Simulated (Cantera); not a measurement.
## SiCl4 + Cl2 + N2 (silicon epitaxy and polysilicon growth)

Feed: 1 mol SiCl4, 0.15 mol Cl2, 83 mol N2, equilibrated at 0.00300 bar.

Equilibrium computed with Cantera from the NASA thermochemical tables; the gas is ideal and each condensed phase is pure. Candidate condensed phases: Si, Si3N4; 13 gas species. The tables' values for SiCl3 are old estimates; treat these amounts as uncertain. Rates play no part.

From 825 K to 1525 K nothing is condensed. The main Si-bearing gas is SiCl4 throughout.

```csv
T (K),x N2,x SiCl4,x Cl,x Cl2,x SiCl3,x SiCl2,x SiCl
825,0.986,0.0119,1.26e-5,0.00178,3.54e-12,<1e-12,<1e-12
925,0.986,0.0119,8.81e-5,0.00174,2.51e-10,<1e-12,<1e-12
1025,0.986,0.0119,0.000406,0.00158,8.01e-9,<1e-12,<1e-12
1125,0.986,0.0119,0.00127,0.00115,1.55e-7,2.48e-11,<1e-12
1225,0.985,0.0119,0.00253,0.000516,2.39e-6,3.82e-9,<1e-12
1325,0.985,0.0118,0.00332,0.000138,3.34e-5,5.13e-7,<1e-12
1425,0.984,0.0115,0.00389,3.86e-5,0.000337,3.88e-5,1.42e-11
1525,0.982,0.00962,0.00640,2.59e-5,0.00151,0.000699,2.36e-9
```
x: gas mole fraction; nothing condenses.
